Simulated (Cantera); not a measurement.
**Ammonia decomposition in nitride growth gas**

An isothermal, constant-pressure homogeneous reactor starts with NH₃ : H₂ = 1 : 4.3 (molar parts), at 1900 K and 1.48 atm.

Detailed kinetics in Cantera: the gas-phase N/H chemistry of the illustrative SiF4/NH3 mechanism in the Surface Chemkin manual (1991). Walls and surfaces, which speed up NH3 decomposition in real reactors, are not modelled.

```tsv
t (s)	x NH₃	x H₂	x NH₂	x N₂H₂	x N₂H₄	x N₂	x H
3.00e-5	0.189	0.811	2.31e-5	1.93e-9	8.68e-10	7.45e-9	3.55e-5
9.49e-5	0.189	0.811	7.13e-5	2.41e-8	8.31e-9	8.89e-7	0.000110
0.000300	0.188	0.811	0.000177	2.15e-7	5.15e-8	3.90e-5	0.000273
0.000949	0.187	0.812	0.000217	3.59e-7	7.73e-8	0.000413	0.000337
0.00300	0.184	0.813	0.000215	3.51e-7	7.55e-8	0.00169	0.000339
0.00949	0.175	0.819	0.000207	3.26e-7	7.00e-8	0.00554	0.000346
0.0300	0.150	0.833	0.000185	2.61e-7	5.56e-8	0.0160	0.000365
0.0949	0.0985	0.863	0.000133	1.41e-7	2.90e-8	0.0379	0.000417
0.300	0.0387	0.898	6.21e-5	3.27e-8	6.29e-9	0.0630	0.000515
0.949	0.00997	0.914	1.83e-5	3.02e-9	5.43e-10	0.0751	0.000598
3.00	0.00262	0.919	4.96e-6	2.27e-10	4.01e-11	0.0782	0.000622
```
x: mole fraction; the columns are a selection and need not sum to one.

Equilibrium at this temperature and pressure: NH₃ 8.89e-6, H₂ 0.920, NH₂ 1.69e-8, N₂H₂ <1e-12, N₂H₄ <1e-12, N₂ 0.0793, H 0.000626 (gas phase only).
